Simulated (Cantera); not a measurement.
Input (Python, Cantera) and output of one run.

```python
import numpy as np
import cantera as ct

gas_names = [...]  # 123 gases of nasa_gas.yaml made of C, H, O, Si
cond_names = """
    C(gr) C6H6(L) C7H8(L) C8H18(L),n-octa H2O(s) H2O(L) Si(cr) Si(L) SiC(b) SiO2(Lqz) SiO2(hqz) SiO2(L)
""".split()


# ... load() reads the species with a 1 bar reference pressure and builds the phases ...
atoms = {
    'TEOS': {'Si': 1, 'C': 8, 'H': 20, 'O': 4},
    'O2': {'O': 2},
    'H2': {'H': 2},
}
top_T = {'C(gr)': 4500, 'SiC(b)': 3050}  # K; cautious upper limits of use, not melting points


# ... equilibrate(T, P, feed) seeds the gas with the atoms and calls Mixture.equilibrate('TP', solver="vcs", rtol=1e-11, max_steps=5000) ...
results = []
feed = {'TEOS': 1, 'O2': 0.15, 'H2': 0.91}  # mol
T = 500  # K
P = 133.322  # Pa
mix = equilibrate(T, P, feed)
results.append((T, P, feed, dict(zip(mix.species_names, mix.species_moles))))
x = sorted(zip(gas.X, gas.species_names), reverse=True)
print(f"T = {T:g} K  P = {P:g} Pa  gas = {mix.phase_moles(0):.4g} mol")
print("   x: " + "  ".join(f"{s} {v:.3e}" for v, s in x if v > 0.001))
print("   condensed (mol): " + ("  ".join(f"{mix.phase(i).name} {mix.phase_moles(i):.4g}"
      for i in range(1, mix.n_phases) if mix.phase_moles(i) > 1e-12) or "none"))
```

It prints:

```
T = 500 K  P = 133.322 Pa  gas = 7.958 mol
   x: CH4 3.849e-01  H2 3.398e-01  H2O 2.614e-01  CO2 1.374e-02
   condensed (mol): C(gr) 4.827  SiO2(Lqz) 1
```

Method: chemical equilibrium by Gibbs-energy minimisation in Cantera with the NASA 1993 tables (ideal gas, pure condensed phases). The feed counts by its element totals alone.
